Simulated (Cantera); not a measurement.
Input (Python, Cantera) and output of one run.

```python
import numpy as np
import cantera as ct

gas_names = """
    C CH CH2 CH3 CH2OH CH3O CH4 CH3OH CO CO2 COOH C2 C2H CHCO,ketyl C2H2,acetylene C2H2,vinylidene
    CH2CO,ketene C2H3,vinyl CH3CO,acetyl C2H4 C2H4O,ethylen CH3CHO,ethanal CH3COOH (HCOOH)2 C2H5 C2H6
    CH3OCH3 C2H5OH C2O C3 C3H3,propargyl C3H4,allene C3H4,propyne C3H4,cyclo- C3H5,allyl C3H6,propylene
    C3H6,cyclo- C3H6O C3H7,n-propyl C3H7,i-propyl C3H8 C3H8O,1propanol C3H8O,2propanol C3O2 C4 C4H2
    C4H4,1,3-cyclo- C4H6,butadiene C4H6,2-butyne C4H6,cyclo- C4H8,1-butene C4H8,cis2-buten
    C4H8,tr2-butene C4H8,isobutene C4H8,cyclo- (CH3COOH)2 C4H9,n-butyl C4H9,i-butyl C4H9,s-butyl
    C4H9,t-butyl C4H10,isobutane C4H10,n-butane C5 C5H6,1,3cyclo- C5H8,cyclo- C5H10,1-pentene
    C5H10,cyclo- C5H11,pentyl C5H11,t-pentyl C5H12,n-pentane C5H12,i-pentane CH3C(CH3)2CH3 C6H2
    C6H5,phenyl C6H5O,phenoxy C6H6 C6H5OH,phenol C6H10,cyclo- C6H12,1-hexene C6H12,cyclo- C6H13,n-hexyl
    C7H7,benzyl C7H8 C7H8O,cresol C7H14,1-heptene C7H15,n-heptyl C7H16,n-heptane C8H8,styrene
    C8H10,ethylbenz C8H16,1-octene C8H17,n-octyl C8H18,isooctane C8H18,n-octane C9H19,n-nonyl
    C10H8,naphthale C10H21,n-decyl C12H9,o-bipheny C12H10,bipheny H HCO HO2 H2 HCHO,formaldehy HCOOH H2O
    H2O2 O OH O2 O3 Pb PbO Pb2
""".split()
cond_names = """
    C(gr) C6H6(L) C7H8(L) C8H18(L),n-octa H2O(s) H2O(L) Pb(cr) Pb(L) PbO(rd) PbO(yw) PbO(L) PbO2(s)
    Pb3O4(s)
""".split()


def load(file, names, dense=False):
    # The tables refer to 1 bar. Condensed volumes are neglected.
    table = {s.name: s for s in ct.Species.list_from_file(file)}
    out = []
    for n in names:
        d = dict(table[n].input_data)
        d["thermo"] = dict(d["thermo"], **{"reference-pressure": 1e5})
        if dense:
            d["equation-of-state"] = {"model": "constant-volume", "density": "1e6 g/cm^3"}
        out.append(ct.Species.from_dict(d))
    return out


gas = ct.Solution(thermo="ideal-gas", species=load("nasa_gas.yaml", gas_names))
cond = {s.name: ct.Solution(thermo="fixed-stoichiometry", species=[s], name=s.name)
        for s in load("nasa_condensed.yaml", cond_names, dense=True)}
atoms = {
    'PbO': {'Pb': 1, 'O': 1},
    'CH4': {'C': 1, 'H': 4},
    'CO': {'C': 1, 'O': 1},
}
top_T = {'C(gr)': 4500, 'Pb3O4(s)': 820}  # K; cautious upper limits of use, not melting points


def equilibrate(T, P, feed):
    n = {}
    for name, mol in feed.items():
        for a, k in atoms[name].items():
            n[a] = n.get(a, 0.0) + k * mol
    gas.TPX = T, P, n
    mass = sum(n.values()) * gas.mean_molecular_weight
    gas.equilibrate("TP")
    valid = [c for c in cond.values() if c.min_temp <= T <= top_T.get(c.name, c.max_temp)]
    mix = ct.Mixture([(gas, mass / gas.mean_molecular_weight)] + [(c, 0.0) for c in valid])
    mix.T, mix.P = T, P
    mix.equilibrate("TP", solver="vcs", rtol=1e-11, max_steps=5000)
    return mix


results = []
feed = {'PbO': 1, 'CH4': 0.36, 'CO': 0.89}  # mol
P = 1333.22  # Pa
for T in [2325, 2350, 2375, 2400, 2425, 2450, 2475, 2500, 2525, 2550, 2575]:
    mix = equilibrate(T, P, feed)
    results.append((T, P, feed, dict(zip(mix.species_names, mix.species_moles))))
    x = sorted(zip(gas.X, gas.species_names), reverse=True)
    print(f"T = {T:g} K  P = {P:g} Pa  gas = {mix.phase_moles(0):.4g} mol")
    print("   x: " + "  ".join(f"{s} {v:.3e}" for v, s in x if v > 1e-05))
    print("   condensed (mol): " + ("  ".join(f"{mix.phase(i).name} {mix.phase_moles(i):.4g}"
          for i in range(1, mix.n_phases) if mix.phase_moles(i) > 1e-12) or "none"))
```

Output:

```
T = 2325 K  P = 1333.22 Pa  gas = 3.03 mol
   x: CO 3.377e-01  Pb 3.248e-01  H2O 1.224e-01  H2 9.725e-02  CO2 7.477e-02  H 2.971e-02  OH 6.234e-03  PbO 5.173e-03  O 1.294e-03  O2 6.783e-04
   condensed (mol): none
T = 2350 K  P = 1333.22 Pa  gas = 3.04 mol
   x: CO 3.375e-01  Pb 3.235e-01  H2O 1.206e-01  H2 9.591e-02  CO2 7.369e-02  H 3.345e-02  OH 7.251e-03  PbO 5.502e-03  O 1.709e-03  O2 8.938e-04
   condensed (mol): none
T = 2375 K  P = 1333.22 Pa  gas = 3.05 mol
   x: CO 3.373e-01  Pb 3.220e-01  H2O 1.185e-01  H2 9.453e-02  CO2 7.248e-02  H 3.755e-02  OH 8.385e-03  PbO 5.827e-03  O 2.241e-03  O2 1.166e-03
   condensed (mol): none
T = 2400 K  P = 1333.22 Pa  gas = 3.063 mol
   x: CO 3.370e-01  Pb 3.204e-01  H2O 1.161e-01  H2 9.311e-02  CO2 7.113e-02  H 4.204e-02  OH 9.637e-03  PbO 6.144e-03  O 2.913e-03  O2 1.504e-03
   condensed (mol): none
T = 2425 K  P = 1333.22 Pa  gas = 3.077 mol
   x: CO 3.367e-01  Pb 3.186e-01  H2O 1.134e-01  H2 9.167e-02  CO2 6.960e-02  H 4.693e-02  OH 1.100e-02  PbO 6.446e-03  O 3.755e-03  O2 1.918e-03
   condensed (mol): none
T = 2450 K  P = 1333.22 Pa  gas = 3.092 mol
   x: CO 3.363e-01  Pb 3.166e-01  H2O 1.102e-01  H2 9.021e-02  CO2 6.787e-02  H 5.226e-02  OH 1.248e-02  PbO 6.726e-03  O 4.798e-03  O2 2.417e-03
   condensed (mol): none
T = 2475 K  P = 1333.22 Pa  gas = 3.11 mol
   x: CO 3.359e-01  Pb 3.145e-01  H2O 1.067e-01  H2 8.872e-02  CO2 6.594e-02  H 5.804e-02  OH 1.405e-02  PbO 6.977e-03  O 6.074e-03  O2 3.005e-03
   condensed (mol): none
T = 2500 K  P = 1333.22 Pa  gas = 3.131 mol
   x: CO 3.355e-01  Pb 3.122e-01  H2O 1.028e-01  H2 8.721e-02  H 6.430e-02  CO2 6.378e-02  OH 1.570e-02  O 7.617e-03  PbO 7.190e-03  O2 3.684e-03
   condensed (mol): none
T = 2525 K  P = 1333.22 Pa  gas = 3.153 mol
   x: CO 3.350e-01  Pb 3.098e-01  H2O 9.843e-02  H2 8.567e-02  H 7.106e-02  CO2 6.140e-02  OH 1.741e-02  O 9.459e-03  PbO 7.360e-03  O2 4.451e-03
   condensed (mol): none
T = 2550 K  P = 1333.22 Pa  gas = 3.179 mol
   x: CO 3.344e-01  Pb 3.071e-01  H2O 9.369e-02  H2 8.408e-02  H 7.833e-02  CO2 5.881e-02  OH 1.913e-02  O 1.163e-02  PbO 7.481e-03  O2 5.297e-03
   condensed (mol): none
T = 2575 K  P = 1333.22 Pa  gas = 3.207 mol
   x: CO 3.338e-01  Pb 3.043e-01  H2O 8.859e-02  H 8.613e-02  H2 8.244e-02  CO2 5.601e-02  OH 2.085e-02  O 1.416e-02  PbO 7.547e-03  O2 6.205e-03
   condensed (mol): none
```

Cantera equilibrium calculation (NASA polynomials, part measured and part estimated; ideal gas, pure solids and liquids). Gases not in the tables: (PbO)n polymers.
